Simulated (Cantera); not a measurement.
A perfectly stirred reactor is fed with CO : H₂ : O₂ : N₂ = 1 : 1.3 : 1.4 : 5.27 (molar parts), equivalence ratio 0.82, at 0.553 atm; it is adiabatic with a 450 K inlet, and is followed from long to short residence time, starting on the burning branch (τ in s: 0.079, 0.037, 0.018, 0.0083, 0.0039, 0.0019, 0.00088, 0.00041, 0.0002, 9.3e-05, 4.4e-05, 2.1e-05, 9.8e-06).

Model: GRI-Mech 3.0 (53 species, 325 reactions), integrated in Cantera.

One state of this run: T (K) = 2148; x CO = 0.0220; x H₂ = 0.00612; x O₂ = 0.0415; x N₂O = 1.36e-7; x OH = 0.0103. x: mole fraction; the columns are a selection and need not sum to one.

### Question
Which value of τ (s) does it belong to?
A) 4.4e-5
B) 0.079
C) 0.0039
D) 0.0083

### Answer
D, 0.0083
